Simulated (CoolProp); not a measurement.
The fluid at 298.15 K and 0.0151 MPa is compressed adiabatically to 0.0955 MPa with isentropic efficiency 0.7. The same conditions are run with several fluids, on thermodynamics alone (safety and materials aside).

Computed with CoolProp (reference Helmholtz-energy equation of state of each fluid (n-perfluorohexane: Gao 2022; normal hydrogen: Leachman 2009; the fluoroketone C6F12O (FK-5-1-12): McLinden 2015; n-pentane: Thol 2019; R125: Lemmon 2005)).

```tsv
fluid	work (kJ/kg)	final temperature (K)	final phase	final density (kg/m³)
n-perfluorohexane	18.9	328.5	two-phase, vapour fraction 0.939	13.4
normal hydrogen	___	___	gas	0.0390
the fluoroketone C6F12O (FK-5-1-12)	___	323.6	gas	11.9
n-pentane	___	352.9	gas	2.41
R125	___	368.5	gas	3.77
```

### Question
Complete the blanks.

### Answer

- normal hydrogen, work (kJ/kg): 4270
- normal hydrogen, final temperature (K): 592.9
- the fluoroketone C6F12O (FK-5-1-12), work (kJ/kg): 20.6
- n-pentane, work (kJ/kg): 94.9
- R125, work (kJ/kg): 58.7
